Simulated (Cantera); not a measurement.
## Equilibrium for abatement and gas-phase synthesis: CS2 + H2 + N2 + H2O

Input: 1 mol CS2, 4.2 mol H2, 8.5 mol N2, 0.042 mol H2O, equilibrated at 2873.15 K.

Method: chemical equilibrium by Gibbs-energy minimisation in Cantera with the NASA 1993 tables (ideal gas, pure condensed phases). Candidate condensed phases: C, C6H6, C7H8, C8H18, H2O, H2SO4, S; 150 gas species. The ideal-gas law is rough above about 30 bar. The numbers say what is thermodynamically allowed, not how fast it happens.

From 0.0750 Torr to 225000 Torr nothing is condensed. The main C-bearing gas is CS at 0.0750 Torr and HCN at 225000 Torr.

```tsv
P (Pa)	x N2	x H	x H2	x S	x CS	x H2S	x HCN	x CS2	x SH	x S2
10	0.444	0.441	0.00176	0.0612	0.0434	7.09e-9	0.000117	1.13e-6	4.09e-5	1.27e-5
84	0.452	0.424	0.0136	0.0571	0.0488	4.31e-7	0.000396	9.94e-6	0.000308	9.30e-5
710	0.479	0.333	0.0713	0.0568	0.0523	1.90e-5	0.00101	8.95e-5	0.00204	0.000777
6000	0.528	0.177	0.170	0.0489	0.0564	0.000329	0.00204	0.000701	0.00787	0.00486
50000	0.567	0.0722	0.236	0.0279	0.0556	0.00217	0.00430	0.00329	0.0152	0.0132
420000	0.588	0.0262	0.260	0.0113	0.0460	0.00815	0.00937	0.00929	0.0188	0.0183
3600000	0.600	0.00888	0.257	0.00380	0.0292	0.0232	0.0178	0.0169	0.0184	0.0176
30000000	0.612	0.00293	0.232	0.00113	0.0138	0.0519	0.0272	0.0199	0.0150	0.0130
```
x: gas mole fraction; nothing condenses.
